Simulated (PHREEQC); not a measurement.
Solution (75 °C): 0.21 mol CdSO4, 0.00082 mol NaOH and 0.011 mol H2SO4 per kg of water. Closed to the air; pH follows from the charge balance.

Computed with PHREEQC (ion-association model, wateq4f.dat).

```json
[
 {"quantity": "pH", "before": "2.51", "after": "3.86"},
 {"quantity": "ionic strength (mol/kgw)", "before": "0.367", "after": "0.00669"},
 {"quantity": "Cd+2 (mol/kgw)", "before": "0.0921", "after": "0.00162"},
 {"quantity": "CdSO4 (mol/kgw)", "before": "0.0846", "after": "0.000473"},
 {"quantity": "SO4-2 (mol/kgw)", "before": "0.0526", "after": "0.00166"},
 {"quantity": "Cd(SO4)2-2 (mol/kgw)", "before": "0.0333", "after": "6.70e-6"},
 {"quantity": "SI of Mirabilite (Na2SO4:10H2O)", "before": "-9.43", "after": "-14.09"}
]
```

### Question
What was changed between the two runs?
A. H2SO4 left out
B. 0.13 mol/kgw MnCl2 added
C. diluted 10-fold with water
D. temperature from 75 to 15 °C
E. diluted 100-fold with water

### Answer
E, diluted 100-fold with water

No solid was allowed to form. Constants without temperature data keep their 25 °C values here.
